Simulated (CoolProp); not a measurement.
Vapour-liquid equilibrium of cyclohexane (1) + p-xylene (2) at 305.9 K; x and y are mole fractions of (1).

The numbers come from the multi-fluid Helmholtz-energy mixture model, Zhou 2014 and Zhou 2012; pair parameters Bell 2016 in CoolProp.

Question: Give the bubble pressure and the first vapour's composition at x = 0.35, 0.45, 0.65. Is there an azeotrope?

Answer: x = 0.35: 0.008950 MPa, y = 0.861; x = 0.45: 0.01051 MPa, y = 0.896; x = 0.65: 0.01333 MPa, y = 0.942. No azeotrope shows between x = 0.05 and 0.95.

Pair parameters are fitted to limited data, so mixtures are less certain than the pure fluids.
